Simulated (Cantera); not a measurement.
A freely propagating, adiabatic, planar premixed flame of 20.9 % H2, 16.6 % O2, 62.4 % N2, equivalence ratio 0.63, unburnt at 675 K and 1.00 bar; mixture-averaged transport, grid criteria slope 0.08 and curve 0.16, no radiation.

Computed with Cantera and the H2/O2 subset of GRI-Mech 3.0, which has no nitrogen chemistry. Burning velocities carry a grid error of a few per cent, more on coarse grids. Lean hydrogen flames are cellular in practice and burn faster than this planar one.

x: mole fraction of selected species; z is measured from the peak of heat release.

```json
[
 {"z (mm)": "-1.38", "T (K)": "675", "u (m/s)": "6.28", "x H2": "0.209", "x O2": "0.166", "x H2O2": "<1e-8", "x H": "<1e-8", "x OH": "<1e-8", "x O": "<1e-8"},
 {"z (mm)": "-0.919", "T (K)": "675", "u (m/s)": "6.28", "x H2": "0.209", "x O2": "0.166", "x H2O2": "<1e-8", "x H": "<1e-8", "x OH": "<1e-8", "x O": "<1e-8"},
 {"z (mm)": "-0.689", "T (K)": "675", "u (m/s)": "6.28", "x H2": "0.209", "x O2": "0.166", "x H2O2": "<1e-8", "x H": "<1e-8", "x OH": "<1e-8", "x O": "<1e-8"},
 {"z (mm)": "-0.459", "T (K)": "675", "u (m/s)": "6.28", "x H2": "0.209", "x O2": "0.166", "x H2O2": "<1e-8", "x H": "2.16e-7", "x OH": "<1e-8", "x O": "1.61e-8"},
 {"z (mm)": "-0.230", "T (K)": "698", "u (m/s)": "6.45", "x H2": "0.202", "x O2": "0.167", "x H2O2": "4.88e-6", "x H": "0.000256", "x OH": "8.10e-5", "x O": "1.84e-5"},
 {"z (mm)": "-0.115", "T (K)": "___", "u (m/s)": "7.89", "x H2": "0.169", "x O2": "0.162", "x H2O2": "1.11e-5", "x H": "0.00455", "x OH": "0.000740", "x O": "0.000495"},
 {"z (mm)": "0", "T (K)": "___", "u (m/s)": "10.8", "x H2": "0.0896", "x O2": "0.129", "x H2O2": "7.25e-6", "x H": "0.0212", "x OH": "0.00380", "x O": "0.00567"},
 {"z (mm)": "0.115", "T (K)": "___", "u (m/s)": "13.1", "x H2": "0.0324", "x O2": "0.0879", "x H2O2": "3.89e-6", "x H": "0.0291", "x OH": "0.00934", "x O": "0.0129"},
 {"z (mm)": "0.230", "T (K)": "___", "u (m/s)": "14.2", "x H2": "0.0192", "x O2": "0.0752", "x H2O2": "2.13e-6", "x H": "0.0247", "x OH": "0.0122", "x O": "0.0143"},
 {"z (mm)": "0.459", "T (K)": "1794", "u (m/s)": "15.4", "x H2": "0.0150", "x O2": "0.0709", "x H2O2": "1.10e-6", "x H": "0.0163", "x OH": "0.0140", "x O": "0.0121"},
 {"z (mm)": "0.919", "T (K)": "1931", "u (m/s)": "16.4", "x H2": "0.0112", "x O2": "0.0689", "x H2O2": "6.10e-7", "x H": "0.00882", "x OH": "0.0142", "x O": "0.00852"},
 {"z (mm)": "1.84", "T (K)": "2041", "u (m/s)": "17.2", "x H2": "0.00706", "x O2": "0.0679", "x H2O2": "3.80e-7", "x H": "0.00388", "x OH": "0.0127", "x O": "0.00513"},
 {"z (mm)": "3.68", "T (K)": "2118", "u (m/s)": "17.8", "x H2": "0.00367", "x O2": "0.0678", "x H2O2": "2.55e-7", "x H": "0.00134", "x OH": "0.00993", "x O": "0.00260"}
]
```

### Question
Complete the blanks.

### Answer

- -0.115, T (K): 873
- 0, T (K): 1229
- 0.115, T (K): 1503
- 0.230, T (K): 1647
